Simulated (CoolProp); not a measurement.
1-butene at several states: fugacity coefficient from the reference equation and from simpler models built on Tc = 419.3 K, pc = 4006 kPa, ω = 0.192; each cubic takes its own stable root.

Model: reference Helmholtz-energy equation of state, Lemmon 2005, in CoolProp. It is a short technical equation, of lower accuracy than the large ones.

```tsv
T (K)	p (kPa)	phase	reference	van der Waals	Peng-Robinson
162.5	555	liquid	(withheld)	0.02972	0.0001571
282.3	10300	liquid	(withheld)	0.1010	0.02383
377.4	3340	liquid	(withheld)	0.6087	0.4669
192.9	1290	liquid	0.001235	(withheld)	(withheld)
214.5	174	liquid	0.04197	(withheld)	(withheld)
317.5	10.5	gas	0.9977	0.9985	0.9978
```

Question: Complete the blanks.

Answer: 
- 162.5, reference: 0.0001281
- 282.3, reference: 0.02417
- 377.4, reference: 0.4679
- 192.9, van der Waals: 0.05163
- 192.9, Peng-Robinson: 0.001346
- 214.5, van der Waals: 0.7151
- 214.5, Peng-Robinson: 0.04393
